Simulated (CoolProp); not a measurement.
Nitrogen along the isotherm -204.95 °C: fugacity coefficient from the reference equation and from simpler models built on Tc = -147.0 °C, pc = 3396 kPa, ω = 0.037; each cubic takes its own stable root.

Model: reference Helmholtz-energy equation of state, Span 2000, in CoolProp.

```
p (kPa)   phase  reference  van der Waals  Redlich-Kwong  Soave-Redlich-Kwong  Peng-Robinson
-------  ------  ---------  -------------  -------------  -------------------  -------------
606      liquid    0.04928         0.2540              ?              0.04820        0.05057
1210     liquid    0.02556         0.1339        0.01853              0.02500        0.02612
1820     liquid    0.01761        0.09371        0.01276              0.01722        0.01792
2430     liquid    0.01366        0.07388       0.009894              0.01336        0.01385
3030     liquid    0.01135        0.06232              ?              0.01109        0.01145
3640     liquid   0.009785        0.05459       0.007077                    ?              ?
4240     liquid   0.008698        0.04927       0.006287             0.008497       0.008706
4850     liquid   0.007876        0.04532       0.005690             0.007693       0.007852
5460     liquid   0.007247        0.04235       0.005233             0.007076       0.007195
6060     liquid   0.006760        0.04010       0.004878             0.006598       0.006683
6670     liquid   0.006361        0.03832       0.004587             0.006208       0.006263
7280     liquid   0.006036        0.03692       0.004351             0.005889              ?
7880     liquid   0.005772        0.03584       0.004158             0.005630       0.005637
8490     liquid   0.005548        0.03497       0.003994             0.005410       0.005396
```

### Question
Fill in the missing entries.

### Answer

- 606, Redlich-Kwong: 0.03574
- 3030, Redlich-Kwong: 0.008211
- 3640, Soave-Redlich-Kwong: 0.009562
- 3640, Peng-Robinson: 0.009836
- 7280, Peng-Robinson: 0.005919
